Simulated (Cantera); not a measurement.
What does this Cantera script print?

```python
import numpy as np
import cantera as ct

gas_names = """
    CL CL2 H HCL H2 N NH NH2 NH3 N2 N2H2 N2H4 Si SiCL SiCL2 SiCL3 SiCL4 SiH SiHCL3 SiH2 SiH2CL2 SiH3
    SiH3CL SiH4 SiN Si2 Si2N Si3
""".split()
cond_names = """
    NH4CL(a) NH4CL(b) Si(cr) Si(L) Si3N4(a)
""".split()


def load(file, names, dense=False):
    # The tables refer to 1 bar. Condensed volumes are neglected.
    table = {s.name: s for s in ct.Species.list_from_file(file)}
    out = []
    for n in names:
        d = dict(table[n].input_data)
        d["thermo"] = dict(d["thermo"], **{"reference-pressure": 1e5})
        if dense:
            d["equation-of-state"] = {"model": "constant-volume", "density": "1e6 g/cm^3"}
        out.append(ct.Species.from_dict(d))
    return out


gas = ct.Solution(thermo="ideal-gas", species=load("nasa_gas.yaml", gas_names))
cond = {s.name: ct.Solution(thermo="fixed-stoichiometry", species=[s], name=s.name)
        for s in load("nasa_condensed.yaml", cond_names, dense=True)}
atoms = {
    'SiHCl3': {'Si': 1, 'H': 1, 'CL': 3},
    'N2': {'N': 2},
    'H2': {'H': 2},
}
top_T = {'Si3N4(a)': 2400}  # K; cautious upper limits of use, not melting points


def equilibrate(T, P, feed):
    n = {}
    for name, mol in feed.items():
        for a, k in atoms[name].items():
            n[a] = n.get(a, 0.0) + k * mol
    gas.TPX = T, P, n
    mass = sum(n.values()) * gas.mean_molecular_weight
    gas.equilibrate("TP")
    valid = [c for c in cond.values() if c.min_temp <= T <= top_T.get(c.name, c.max_temp)]
    mix = ct.Mixture([(gas, mass / gas.mean_molecular_weight)] + [(c, 0.0) for c in valid])
    mix.T, mix.P = T, P
    mix.equilibrate("TP", solver="vcs", rtol=1e-11, max_steps=5000)
    return mix


results = []
feed = {'SiHCl3': 1, 'N2': 51, 'H2': 5.9}  # mol
T = 2050  # K
P = 133.322  # Pa
mix = equilibrate(T, P, feed)
results.append((T, P, feed, dict(zip(mix.species_names, mix.species_moles))))
x = sorted(zip(gas.X, gas.species_names), reverse=True)
print(f"T = {T:g} K  P = {P:g} Pa  gas = {mix.phase_moles(0):.4g} mol")
print("   x: " + "  ".join(f"{s} {v:.3e}" for v, s in x if v > 0.001))
print("   condensed (mol): " + ("  ".join(f"{mix.phase(i).name} {mix.phase_moles(i):.4g}"
      for i in range(1, mix.n_phases) if mix.phase_moles(i) > 1e-12) or "none"))
```

Output:

```
T = 2050 K  P = 133.322 Pa  gas = 60.24 mol
   x: N2 8.466e-01  H2 8.092e-02  HCL 3.292e-02  H 1.767e-02  Si 1.010e-02  CL 5.322e-03  SiCL2 5.275e-03  SiCL 1.003e-03
   condensed (mol): none
```

These are equilibrium values from Cantera (NASA tables, ideal gas, pure condensed phases), not measurements of a reactor. The tables' values for SiCl, SiN are old estimates; treat these amounts as uncertain.
